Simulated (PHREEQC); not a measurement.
Solution (68 °C): 4.7 mmol/kgw Na2S, 15 mmol/kgw NaCl, 0.11 mmol/kgw ZnCl2 and 3.8 mmol/kgw HBr. Closed to the air; pH follows from the charge balance.

The numbers come from PHREEQC with the ion-association model, phreeqc.dat.

This is a speciation only: nothing precipitates in the calculation.

Problem. Predict the pH, ionic strength, specific conductance.

Solution. pH 9.69; ionic strength 0.0244 mol/kgw; specific conductance 5990 µS/cm.

Problem. In which forms is Zn present?

Solution. Zn(HS)2 94 %, Zn(HS)3- 6.0 % of the Zn.

Examples of supersaturated solids here: Sphalerite (slow to form). Others may be too. Constants without temperature data keep their 25 °C values here.
